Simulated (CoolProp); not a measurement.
Vapour-liquid equilibrium of propane (1) + c-C4F8 (RC318) (2) at 0.38 MPa; x and y are mole fractions of (1).

The numbers come from the multi-fluid Helmholtz-energy mixture model, Lemmon 2009 and Platzer 1990; pair parameters Bell 2016 in CoolProp. This equation is an older, rougher fit; its heat capacities, sound speeds and derivatives of the liquid may be far off and weren't checked against measurements.

| x | bubble temperature (K) | y at the bubble point | dew temperature at overall composition x (K) | liquid density (mol/L) |
|---|---|---|---|---|
| 0.05 | 296.5 | 0.237 | 302.8 | 7.624 |
| 0.125 | 286.9 | 0.470 | 300.4 | 7.982 |
| 0.2 | 280.3 | 0.605 | 297.8 | 8.302 |
| 0.275 | 275.8 | 0.683 | 295.0 | 8.594 |
| 0.35 | 272.8 | 0.731 | 292.1 | 8.874 |
| 0.425 | 270.9 | 0.763 | 289.0 | 9.154 |
| 0.5 | 269.6 | 0.786 | 285.6 | 9.444 |
| 0.575 | 268.6 | 0.804 | 281.8 | 9.754 |
| 0.65 | 267.9 | 0.821 | 277.7 | 10.09 |
| 0.725 | 267.2 | 0.841 | 273.2 | 10.47 |
| 0.8 | 266.6 | 0.865 | 268.8 | 10.88 |
| 0.875 | 266.2 | 0.899 | 266.5 | 11.34 |
| 0.95 | 265.9 | 0.950 | 265.9 | 11.84 |

No azeotrope shows between x = 0.05 and 0.95.

The pair parameters rest on a limited set of measurements; away from them the model extrapolates. With so large a gap from Raoult's law the liquid may split in two, which this calculation doesn't test in full.
